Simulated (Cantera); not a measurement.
Feed: 1 mol SiC, 0.0058 mol H2O, 23 mol N2, at 1723.15 K and 0.0900 Torr.

Equilibrium computed with Cantera from the NASA thermochemical tables; the gas is ideal and each condensed phase is pure. Candidate condensed phases: C, C6H6, C7H8, C8H18, H2O, Si, SiC, SiO2, Si2N2O, Si3N4; 151 gas species. Equilibrium is a limit: real reactors are often held back by kinetics, nucleation or transport.

Base state: N2 0.999, Si 0.000267, CO 0.000248, H 0.000197, H2 0.000140, HCN 2.52e-5 (mole fractions); condensed: SiC(s).

**Question.** What changes in the equilibrium state with this change: H2O from 0.0058 to 0.17 mol?

**Answer.** 
| species | before | after |
|---|---|---|
| N2 | 0.999 | 0.983 |
| H2 | 0.000140 | 0.00658 |
| CO | 0.000248 | 0.00446 |
| SiO | 4.15e-6 | 0.00281 |
| H | 0.000197 | 0.00135 |
| Si2C | 1.85e-6 | 1.13e-5 |
| SiC(s), mol | 0.994 | 0.895 |

**Question.** What changes in the equilibrium state with this change: temperature from 1723.15 K to 1175 K?

**Answer.** 
```
species             before     after
----------------  --------  --------
N2                   0.999     1.000
H2                0.000140  0.000252
CO                0.000248   6.19e-5
Si                0.000267     <1e-9
H                 0.000197   1.78e-7
HCN                2.52e-5   8.91e-7
SiC(s), mol          0.994     0.991
C(graphite), mol         0   0.00731
Si2N2O(s), mol           0   0.00438
```
N2 is the only nitrogen source here; it is nearly inert below about 1500 K, so the nitride shown seldom forms there in practice. Mutual solubility and eutectic melting of coexisting phases are not modelled.
